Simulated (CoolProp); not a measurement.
R114 along the isotherm 5.05 °C: fugacity coefficient from the reference equation and from simpler models built on Tc = 147.5 °C, pc = 33.52 bar, ω = 0.252; each cubic takes its own stable root.

The numbers come from the reference Helmholtz-energy equation of state, Platzer 1990 in CoolProp. This equation is an older, rougher fit; its heat capacities, sound speeds and derivatives of the liquid may be far off and weren't checked against measurements.

| p (bar) | phase | reference | van der Waals | Redlich-Kwong | Soave-Redlich-Kwong | Peng-Robinson |
|---|---|---|---|---|---|---|
| 0.053 | gas | 0.9981 | 0.9988 | 0.9983 | 0.9981 | 0.9980 |
| 0.0856 | gas | 0.9970 | 0.9980 | 0.9973 | 0.9970 | 0.9968 |
| 0.138 | gas | 0.9951 | 0.9968 | 0.9956 | 0.9951 | 0.9949 |
| 0.224 | gas | 0.9921 | 0.9948 | 0.9929 | 0.9921 | 0.9917 |
| 0.361 | gas | 0.9872 | 0.9917 | 0.9885 | 0.9872 | 0.9867 |
| 0.583 | gas | 0.9793 | 0.9865 | 0.9814 | 0.9794 | 0.9785 |
| 0.943 | gas | 0.9663 | 0.9782 | (withheld) | 0.9667 | 0.9653 |
| 1.52 | liquid | 0.6790 | 0.9649 | 0.9516 | 0.6664 | 0.6678 |
| 2.46 | liquid | 0.4215 | 0.9431 | 0.6860 | 0.4137 | 0.4143 |
| 3.97 | liquid | 0.2631 | 0.9082 | 0.4284 | 0.2583 | 0.2585 |
| 6.42 | liquid | 0.1646 | (withheld) | 0.2684 | 0.1617 | (withheld) |
| 10.4 | liquid | 0.1036 | 0.4430 | 0.1691 | 0.1019 | 0.1015 |
| 16.8 | liquid | 0.06618 | 0.2879 | 0.1083 | 0.06513 | 0.06468 |

Task: Some entries are withheld; supply them.

Result: 
- 0.943, Redlich-Kwong: 0.9700
- 6.42, van der Waals: 0.6962
- 6.42, Peng-Robinson: 0.1616

At some of these states van der Waals, Redlich-Kwong gives the other phase, because its saturation line lies elsewhere.
